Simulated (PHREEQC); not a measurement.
Dissolve 0.023 mol HNO3, 4.4e-05 mol FeCl3 and 0.11 mol KCl per kg of water at 25 °C. Closed to the air; pH follows from the charge balance.

Model: ion-association model, phreeqc.dat, run in PHREEQC.

Task: The ionic strength comes out as 0.133 mol/kgw. What activity coefficients do H+, Fe+3, K+, FeCl+2, Cl- get?

Result: H+ 0.81, Fe+3 0.16, K+ 0.74, FeCl+2 0.34, Cl- 0.75.

This is a speciation only: nothing precipitates in the calculation. Examples of supersaturated solids here: Hematite (slow to form), Goethite (slow to form). Others may be too. Complexes and solids missing from the database can't appear.
